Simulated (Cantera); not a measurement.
Input (Python, Cantera):

```python
import numpy as np
import cantera as ct

gas = ct.Solution("gri30.yaml")
gas.TPX = 1623, 720000, {'CH4': 1, 'CO': 0.84, 'O2': 7.56, 'N2': 28.4, 'CO2': 4.4}
reactor = ct.IdealGasConstPressureReactor(gas, energy="on", clone=False)
net = ct.ReactorNet([reactor])
net.rtol, net.atol = 1e-08, 1e-16
show = ['CH4', 'CO', 'O2', 'H2O', 'OH']
times = np.geomspace(8e-06, 10, 15)

steps = ct.SolutionArray(gas, extra=["t"])
rows = []
print(f"{'t/s':>10s}{'T/K':>9s}{'P/Pa':>11s}" + "".join(f"{s:>11s}" for s in show))
for t in times:
    while net.time < t:
        t_next = net.step()
        steps.append(gas.state, t=t_next)
    rows.append([np.interp(t, steps.t, y) for y in (steps.T, steps.P, *steps(*show).X.T)])
    print(f"{t:10.3e}{rows[-1][0]:9.1f}{rows[-1][1]:11.4g}" + "".join(f"{x:11.3e}" for x in rows[-1][2:]))
rate = np.gradient(steps.T, steps.t)
print("integrator steps:", len(steps.t))
if steps.T.max() > steps.T[0] + 200:
    print(f"time of steepest temperature rise: {steps.t[rate.argmax()]:.4e} s")
gas.TPX = 1623, 720000, {'CH4': 1, 'CO': 0.84, 'O2': 7.56, 'N2': 28.4, 'CO2': 4.4}
gas.equilibrate("HP")
print(f"equilibrium (HP): T = {gas.T:.1f} K  " + "  ".join(f"{s} {gas[s].X[0]:.3e}" for s in show))
```

It prints:

```
       t/s      T/K       P/Pa        CH4         CO         O2        H2O         OH
 8.000e-06   1623.0    7.2e+05  2.367e-02  1.990e-02  1.791e-01  1.456e-05  5.283e-07
 2.181e-05   1623.4    7.2e+05  2.347e-02  1.989e-02  1.790e-01  1.404e-04  2.581e-06
 5.944e-05   1687.8    7.2e+05  1.454e-02  2.334e-02  1.697e-01  1.014e-02  1.746e-04
 1.620e-04   2211.9    7.2e+05  4.475e-18  2.085e-03  1.230e-01  4.646e-02  2.382e-03
 4.416e-04   2221.6    7.2e+05  6.889e-19  1.107e-03  1.227e-01  4.674e-02  1.988e-03
 1.204e-03   2221.5    7.2e+05  1.287e-20  1.105e-03  1.227e-01  4.674e-02  1.985e-03
 3.281e-03   2221.0    7.2e+05  3.011e-21  1.102e-03  1.226e-01  4.674e-02  1.982e-03
 8.944e-03   2219.9    7.2e+05  2.950e-21  1.095e-03  1.223e-01  4.675e-02  1.972e-03
 2.438e-02   2217.2    7.2e+05  2.819e-21  1.078e-03  1.216e-01  4.676e-02  1.948e-03
 6.646e-02   2211.5    7.2e+05  2.565e-21  1.043e-03  1.202e-01  4.679e-02  1.900e-03
 1.811e-01   2205.3    7.2e+05  2.308e-21  1.007e-03  1.187e-01  4.682e-02  1.848e-03
 4.938e-01   2203.7    7.2e+05  2.245e-21  9.975e-04  1.183e-01  4.683e-02  1.834e-03
 1.346e+00   2203.7    7.2e+05  2.244e-21  9.973e-04  1.183e-01  4.683e-02  1.834e-03
 3.669e+00   2203.7    7.2e+05  2.244e-21  9.973e-04  1.183e-01  4.683e-02  1.834e-03
 1.000e+01   2203.7    7.2e+05  2.244e-21  9.973e-04  1.183e-01  4.683e-02  1.834e-03
integrator steps: 1542
time of steepest temperature rise: 6.6318e-05 s
equilibrium (HP): T = 2203.7 K  CH4 3.383e-21  CO 9.973e-04  O2 1.183e-01  H2O 4.683e-02  OH 1.834e-03
```

Cantera simulation using GRI-Mech 3.0 (53 species, 325 reactions); the numbers are that mechanism's predictions, not measurements.
